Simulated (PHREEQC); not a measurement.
**Sulfide liquor: an equilibrium model**

Make-up at 50 °C: 0.0013 mol Na2S and 0.00015 mol FeCl2 per kg of water. It is in equilibrium with CO2 at log p = -1 (atm). Otherwise closed; pH follows from the charge balance.

Computed with PHREEQC (ion-association model, phreeqc.dat).

- pH = 6.27
- ionic strength = 0.00261 mol/kgw
- specific conductance = 408 µS/cm
- total alkalinity = 2.60 meq/kg

| species | molality | activity | log γ |
|---|---|---|---|
| Na+ | 0.00260 | 0.00245 | -0.025 |
| HCO3- | 0.00201 | 0.00189 | -0.025 |
| CO2 | 0.00194 | 0.00194 | 0.000 |
| H2S | 0.000710 | 0.000711 | 0.000 |
| Cl- | 0.000300 | 0.000283 | -0.026 |
| HS- | 0.000291 | 0.000275 | -0.026 |
| Fe(HS)2 | 0.000142 | 0.000142 | 0.000 |
| Fe(HS)3- | 4.52e-6 | 4.26e-6 | -0.026 |
| Fe+2 | 2.66e-6 | 2.12e-6 | -0.099 |

This is a speciation only: nothing precipitates in the calculation. Constants without temperature data keep their 25 °C values here.
